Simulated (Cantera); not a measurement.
Cantera run, input and output.

```python
import numpy as np
import cantera as ct

gas = ct.Solution("gri30.yaml")
gas.TPX = 1675, 101325, {'CH4': 1, 'H2': 0.61, 'O2': 0.922, 'N2': 6.92}
reactor = ct.IdealGasReactor(gas, energy="on", clone=False)
net = ct.ReactorNet([reactor])
net.rtol, net.atol = 1e-08, 1e-16
show = ['CH4', 'H2', 'O2', 'H2O', 'HO2', 'N2O', 'CH3']
times = np.geomspace(1e-06, 8, 10)

steps = ct.SolutionArray(gas, extra=["t"])
rows = []
print(f"{'t/s':>10s}{'T/K':>9s}{'P/Pa':>11s}" + "".join(f"{s:>11s}" for s in show))
for t in times:
    while net.time < t:
        t_next = net.step()
        steps.append(gas.state, t=t_next)
    rows.append([np.interp(t, steps.t, y) for y in (steps.T, steps.P, *steps(*show).X.T)])
    print(f"{t:10.3e}{rows[-1][0]:9.1f}{rows[-1][1]:11.4g}" + "".join(f"{x:11.3e}" for x in rows[-1][2:]))
rate = np.gradient(steps.T, steps.t)
print("integrator steps:", len(steps.t))
if steps.T.max() > steps.T[0] + 200:
    print(f"time of steepest temperature rise: {steps.t[rate.argmax()]:.4e} s")
gas.TPX = 1675, 101325, {'CH4': 1, 'H2': 0.61, 'O2': 0.922, 'N2': 6.92}
gas.equilibrate("UV")
print(f"equilibrium (UV): T = {gas.T:.1f} K  " + "  ".join(f"{s} {gas[s].X[0]:.3e}" for s in show))
```

Result:

```
       t/s      T/K       P/Pa        CH4         H2         O2        H2O        HO2        N2O        CH3
 1.000e-06   1675.0  1.013e+05  1.058e-01  6.454e-02  9.754e-02  2.564e-07  5.347e-07  9.879e-13  2.015e-06
 5.848e-06   1674.9  1.013e+05  1.058e-01  6.454e-02  9.754e-02  5.097e-06  2.870e-06  2.015e-11  1.685e-05
 3.420e-05   1674.8  1.013e+05  1.055e-01  6.448e-02  9.741e-02  2.094e-04  8.578e-06  4.334e-10  2.587e-04
 2.000e-04   2471.2  1.627e+05  1.697e-03  1.350e-01  1.445e-04  9.946e-02  4.645e-08  1.053e-08  1.211e-03
 1.170e-03   2459.8  1.663e+05  6.104e-07  1.708e-01  2.133e-06  7.287e-02  2.131e-09  4.388e-08  3.924e-07
 6.840e-03   2457.4  1.662e+05  6.829e-11  1.704e-01  2.595e-06  7.290e-02  2.580e-09  7.254e-09  4.850e-11
 4.000e-02   2458.1  1.663e+05  6.303e-11  1.703e-01  2.615e-06  7.296e-02  2.601e-09  4.502e-09  4.487e-11
 2.339e-01   2458.1  1.663e+05  6.301e-11  1.703e-01  2.615e-06  7.297e-02  2.601e-09  4.492e-09  4.485e-11
 1.368e+00   2458.1  1.663e+05  6.301e-11  1.703e-01  2.615e-06  7.297e-02  2.601e-09  4.492e-09  4.485e-11
 8.000e+00   2458.1  1.663e+05  6.301e-11  1.703e-01  2.615e-06  7.297e-02  2.601e-09  4.492e-09  4.485e-11
integrator steps: 1733
time of steepest temperature rise: 1.7951e-04 s
equilibrium (UV): T = 2458.1 K  CH4 7.082e-11  H2 1.703e-01  O2 2.615e-06  H2O 7.297e-02  HO2 2.601e-09  N2O 4.492e-09  CH3 5.042e-11
```

Model: GRI-Mech 3.0 (53 species, 325 reactions), integrated in Cantera.
